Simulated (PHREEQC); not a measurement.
**Polishing slurry liquid (model solution)**

Solution (20 °C): 1.7 mmol/kgw NH3, 0.022 mmol/kgw H4SiO4 and 3.4 mmol/kgw H3BO3. Closed to the air; pH follows from the charge balance.

Model: ion-association model, phreeqc.dat, run in PHREEQC.

| Property | Value |
|---|---|
| pH | 9.01 |
| ionic strength | 0.00122 mol/kgw |
| total alkalinity | 1.70 meq/kg |

```csv
species,molality,activity,log γ
H3BO3,0.00219,0.00219,0.000
NH4+,0.00122,0.00118,-0.017
H2BO3-,0.00121,0.00117,-0.017
NH3,0.000476,0.000476,0.000
H4SiO4,1.95e-5,1.95e-5,0.000
OH-,7.25e-6,6.97e-6,-0.017
H3SiO4-,2.54e-6,2.44e-6,-0.017
H+,1.02e-9,9.82e-10,-0.016
```

No solid was allowed to form.
